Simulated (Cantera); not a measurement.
An isothermal, constant-pressure homogeneous reactor starts with C₂H₆ : N₂ = 1 : 7.2 (molar parts), at 1925 K and 22000 Pa.

Cantera simulation using GRI-Mech 3.0 (53 species, 325 reactions); the numbers are that mechanism's predictions, not measurements. GRI-Mech 3.0 stops at C3 and has no aromatics, soot or wall deposition, so with more carbon than oxygen in the feed, carbon stays in small species such as C2H2 where larger ones or solid carbon would form.

x: mole fraction; the columns are a selection and need not sum to one.

```tsv
t (s)	x C₂H₆	x C₂H	x C₂H₄	x HCN	x CH₃	x H
8.00e-5	0.000251	…	0.0165	1.63e-5	0.00728	0.00153
0.000246	4.66e-5	…	0.00368	1.79e-5	0.00289	0.000781
0.000759	1.81e-5	4.53e-6	0.000703	1.89e-5	0.00173	0.000588
0.00234	8.49e-6	4.65e-6	0.000301	2.07e-5	0.00119	0.000618
0.00721	2.21e-6	…	0.000104	2.49e-5	0.000626	0.000725
0.0222	2.79e-7	6.06e-6	5.02e-5	3.23e-5	0.000229	0.000839
0.0684	2.61e-8	6.43e-6	4.39e-5	4.20e-5	7.04e-5	0.000894
0.211	3.30e-9	6.50e-6	4.35e-5	5.30e-5	2.37e-5	0.000906
0.649	1.33e-9	6.51e-6	4.35e-5	6.86e-5	1.34e-5	0.000907
2.00	1.26e-9	6.51e-6	4.35e-5	0.000109	1.29e-5	0.000907
```

**Question.** Complete the blanks.

**Answer.** 
- 8.00e-5, x C₂H: 1.10e-5
- 0.000246, x C₂H: 6.02e-6
- 0.00721, x C₂H: 5.32e-6
